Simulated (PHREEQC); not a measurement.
A solution holds 0.2 mol/kgw HF, 0.11 mol/kgw H2SiF6 and 0.043 mol/kgw H3BO3, at 60 °C. Closed to the air; pH follows from the charge balance.

Computed with PHREEQC (ion-association model, wateq4f.dat).

**Question.** The ionic strength comes out as 0.368 mol/kgw. What activity coefficients do BF2(OH)2-, BF4-, F-, H+, HF2- get?

**Answer.** BF2(OH)2- 0.60, BF4- 0.60, F- 0.64, H+ 0.76, HF2- 0.64.

This is a speciation only: nothing precipitates in the calculation. Examples of supersaturated solids here: Quartz (slow to form), Chalcedony (slow to form). Others may be too. Away from 25 °C the constants follow the database's enthalpies or fits; those with neither stay at their 25 °C values. SiF6-2 is the database's only silicon fluoride. Real BF4- forms and hydrolyses slowly; the run takes it at equilibrium.
